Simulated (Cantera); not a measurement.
A perfectly stirred reactor is fed with CH3OH : O2 : N2 = 1 : 0.938 : 3.52 (molar parts), at 1130 Torr; it is adiabatic with a 700 K inlet, and is followed from long to short residence time, starting on the burning branch (τ in s: 0.34, 0.13, 0.051, 0.02, 0.0075, 0.0029, 0.0011, 0.00043, 0.00016, 6.3e-05, 2.4e-05, 9.3e-06).

Computed with Cantera and GRI-Mech 3.0 (53 species, 325 reactions). GRI-Mech 3.0 was tuned for natural gas; its chemistry of methanol as a main component is partial and can be far from experiment.

What does this change do: inlet temperature 700 to 325 K?


```json
[
 {"quantity": "blow-out, bracketed by the residence times tried", "before": "burning at 63.0 µs, out at 24.0 µs", "after": "burning at 0.160 ms, out at 63.0 µs"},
 {"quantity": "x(CH3OH) at τ = 0.340 s", "before": "4.00e-7", "after": "9.98e-7"},
 {"quantity": "x(O2) at τ = 0.340 s", "before": "2.29e-5", "after": "2.66e-5"},
 {"quantity": "x(NO2) at τ = 0.340 s", "before": "7.25e-10", "after": "4.63e-11"},
 {"quantity": "x(HO2) at τ = 0.340 s", "before": "1.04e-8", "after": "1.24e-8"},
 {"quantity": "x(O) at τ = 0.340 s", "before": "9.46e-6", "after": "2.11e-6"},
 {"quantity": "x(CH3OH) at τ = 1.10 ms", "before": "2.18e-5", "after": "4.32e-5"},
 {"quantity": "x(O2) at τ = 1.10 ms", "before": "0.00103", "after": "0.00117"},
 {"quantity": "x(NO2) at τ = 1.10 ms", "before": "2.51e-9", "after": "7.40e-10"},
 {"quantity": "x(HO2) at τ = 1.10 ms", "before": "8.29e-7", "after": "1.21e-6"},
 {"quantity": "x(O) at τ = 1.10 ms", "before": "0.000390", "after": "0.000140"}
]
```

What does this change do: 0.22 parts H2 added?


```
quantity                                                                      before                               after
------------------------------------------------  ----------------------------------  ----------------------------------
blow-out, bracketed by the residence times tried  burning at 63.0 µs, out at 24.0 µs  burning at 63.0 µs, out at 24.0 µs
x(CH3OH) at τ = 0.340 s                                                      4.00e-7                             4.46e-7
x(O2) at τ = 0.340 s                                                         2.29e-5                             1.61e-5
x(NO2) at τ = 0.340 s                                                       7.25e-10                            2.84e-10
x(HO2) at τ = 0.340 s                                                        1.04e-8                             6.46e-9
x(O) at τ = 0.340 s                                                          9.46e-6                             4.99e-6
x(CH3OH) at τ = 1.10 ms                                                      2.18e-5                             2.27e-5
x(O2) at τ = 1.10 ms                                                         0.00103                            0.000762
x(NO2) at τ = 1.10 ms                                                        2.51e-9                             1.45e-9
x(HO2) at τ = 1.10 ms                                                        8.29e-7                             6.26e-7
x(O) at τ = 1.10 ms                                                         0.000390                            0.000236
```

What does this change do: pressure from 1130 Torr to 443 Torr?


| quantity | before | after |
|---|---|---|
| blow-out, bracketed by the residence times tried | burning at 63.0 µs, out at 24.0 µs | burning at 0.160 ms, out at 63.0 µs |
| x(CH3OH) at τ = 0.340 s | 4.00e-7 | 5.54e-7 |
| x(O2) at τ = 0.340 s | 2.29e-5 | 5.95e-5 |
| x(NO2) at τ = 0.340 s | 7.25e-10 | 1.11e-9 |
| x(HO2) at τ = 0.340 s | 1.04e-8 | 2.11e-8 |
| x(O) at τ = 0.340 s | 9.46e-6 | 3.50e-5 |
| x(CH3OH) at τ = 1.10 ms | 2.18e-5 | 3.85e-5 |
| x(O2) at τ = 1.10 ms | 0.00103 | 0.00198 |
| x(NO2) at τ = 1.10 ms | 2.51e-9 | 1.30e-9 |
| x(HO2) at τ = 1.10 ms | 8.29e-7 | 8.58e-7 |
| x(O) at τ = 1.10 ms | 0.000390 | 0.000824 |
